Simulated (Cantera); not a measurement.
# Low-pressure radical oxidation in H2/O2

An isothermal, constant-pressure homogeneous reactor starts with H₂ : O₂ : N₂ = 0.017 : 1 : 0.5 (molar parts), at 1275 K and 0.0263 atm.

Detailed kinetics in Cantera: GRI-Mech 3.0 (53 species, 325 reactions). Radical loss at walls, strong at low pressure, is not modelled.

```json
[
 {"t (s)": "0.000200", "x H₂": "0.0112", "x O₂": "0.659", "x HO₂": "1.03e-8", "x O": "1.39e-8", "x H": "3.46e-9"},
 {"t (s)": "0.000397", "x H₂": "0.0112", "x O₂": "0.659", "x HO₂": "2.07e-8", "x O": "5.43e-8", "x H": "1.02e-8"},
 {"t (s)": "0.000790", "x H₂": "0.0112", "x O₂": "0.659", "x HO₂": "4.24e-8", "x O": "4.38e-7", "x H": "7.31e-8"},
 {"t (s)": "0.00157", "x H₂": "0.0112", "x O₂": "0.659", "x HO₂": "1.66e-7", "x O": "2.05e-5", "x H": "3.36e-6"},
 {"t (s)": "0.00312", "x H₂": "0.00282", "x O₂": "0.652", "x HO₂": "2.17e-6", "x O": "0.00572", "x H": "0.000961"},
 {"t (s)": "0.00620", "x H₂": "7.73e-5", "x O₂": "0.649", "x HO₂": "1.42e-6", "x O": "0.00883", "x H": "0.000612"},
 {"t (s)": "0.0123", "x H₂": "6.56e-5", "x O₂": "0.650", "x HO₂": "1.34e-6", "x O": "0.00797", "x H": "0.000516"},
 {"t (s)": "0.0245", "x H₂": "5.44e-5", "x O₂": "0.651", "x HO₂": "1.24e-6", "x O": "0.00655", "x H": "0.000386"},
 {"t (s)": "0.0487", "x H₂": "3.89e-5", "x O₂": "0.653", "x HO₂": "1.06e-6", "x O": "0.00463", "x H": "0.000231"},
 {"t (s)": "0.0968", "x H₂": "2.25e-5", "x O₂": "0.655", "x HO₂": "8.05e-7", "x O": "0.00265", "x H": "0.000100"},
 {"t (s)": "0.192", "x H₂": "1.02e-5", "x O₂": "0.656", "x HO₂": "5.22e-7", "x O": "0.00119", "x H": "3.04e-5"},
 {"t (s)": "0.382", "x H₂": "3.77e-6", "x O₂": "0.657", "x HO₂": "2.82e-7", "x O": "0.000437", "x H": "6.78e-6"},
 {"t (s)": "0.760", "x H₂": "1.23e-6", "x O₂": "0.657", "x HO₂": "1.29e-7", "x O": "0.000143", "x H": "1.27e-6"},
 {"t (s)": "1.51", "x H₂": "3.90e-7", "x O₂": "0.657", "x HO₂": "5.34e-8", "x O": "4.54e-5", "x H": "2.28e-7"},
 {"t (s)": "3.00", "x H₂": "1.29e-7", "x O₂": "0.657", "x HO₂": "2.22e-8", "x O": "1.51e-5", "x H": "4.37e-8"}
]
```
x: mole fraction; the columns are a selection and need not sum to one.

Equilibrium at this temperature and pressure: H₂ 4.73e-9, O₂ 0.657, HO₂ 9.38e-9, O 5.58e-7, H 3.13e-10 (gas phase only).
